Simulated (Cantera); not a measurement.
A closed system holds: 1 mol Si₃N₄, 0.67 mol C, a varied amount of H₂, at 2125 K and 71.0 Pa.

Method: chemical equilibrium by Gibbs-energy minimisation in Cantera with the NASA 1993 tables (ideal gas, pure condensed phases). Candidate condensed phases: C, C₆H₆, C₇H₈, C₈H₁₈, Si, SiC, Si₃N₄; 105 gas species. Mutual solubility and eutectic melting of coexisting phases are not modelled. Gases not in the tables: Si₂H₆ and higher silanes. Kinetics and transport are ignored.

### Question
What share of the Si ends up in condensed phases as a function of n(H₂) (mol), at 0.02, 0.036, 0.062, 0.11, 0.19, 0.34, 0.59, 1, 1.8, 3.2, 5.5?

### Answer
| n(H₂) (mol) | Si condensed (%) | as |
|---|---|---|
| 0.02 | 74.4 | Si(l) + SiC(s) |
| 0.036 | 74.2 | Si(l) + SiC(s) |
| 0.062 | 73.7 | Si(l) + SiC(s) |
| 0.11 | 73.0 | Si(l) + SiC(s) |
| 0.19 | 71.8 | Si(l) + SiC(s) |
| 0.34 | 69.7 | Si(l) + SiC(s) |
| 0.59 | 66.1 | Si(l) + SiC(s) |
| 1 | 60.5 | Si(l) + SiC(s) |
| 1.8 | 49.5 | Si(l) + SiC(s) |
| 3.2 | 30.4 | Si(l) + SiC(s) |
| 5.5 | 18.8 | SiC(s) |
